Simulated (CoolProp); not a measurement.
R152A along the isobar 5880 kPa: density (kg/m³) from the reference equation and from simpler models built on Tc = 386.4 K, pc = 4517 kPa, ω = 0.275; each cubic takes its own stable root.

The numbers come from the reference Helmholtz-energy equation of state, Outcalt 1996 in CoolProp. It is a modified Benedict-Webb-Rubin equation, recast in Helmholtz form.

```tsv
T (K)	phase	reference
225.8	liquid	1067
243.7	liquid	1032
261.7	liquid	996.5
279.6	liquid	959.0
297.5	liquid	919.0
315.5	liquid	875.5
333.4	liquid	827.2
351.3	liquid	771.2
369.3	liquid	700.6
387.2	supercritical	594.4
405.1	supercritical	307.3
423.1	supercritical	196.3
```

Task: How far does each simpler model (van der Waals, Redlich-Kwong, Soave-Redlich-Kwong, Peng-Robinson) lie from the reference over these 12 states: mean and median of the absolute difference, and the worst?

Result: 
- van der Waals: mean 35.9 %, median 42.4 %, worst -44.4 % at 225.8 K and 5880 kPa
- Redlich-Kwong: mean 17.8 %, median 19.8 %, worst -24.5 % at 387.2 K and 5880 kPa
- Soave-Redlich-Kwong: mean 17.0 %, median 16.7 %, worst -24.6 % at 387.2 K and 5880 kPa
- Peng-Robinson: mean 7.6 %, median 6.4 %, worst -16.7 % at 387.2 K and 5880 kPa
